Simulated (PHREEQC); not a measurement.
Dissolve 5.2 mmol/kgw Ni(NO3)2, 19 mmol/kgw Na2SO4 and 0.41 mmol/kgw HCl at 30 °C. Closed to the air; pH follows from the charge balance.

Computed with PHREEQC (ion-association model, wateq4f.dat).

This is a speciation only: nothing precipitates in the calculation.

**Question.** What pH, ionic strength does the model give?

**Answer.** pH 3.71; ionic strength 0.0625 mol/kgw.

**Question.** In which forms is S present?

**Answer.** SO4-2 82 %, NiSO4 9.9 %, NaSO4- 6.7 %, HSO4- 0.9 % of the S.
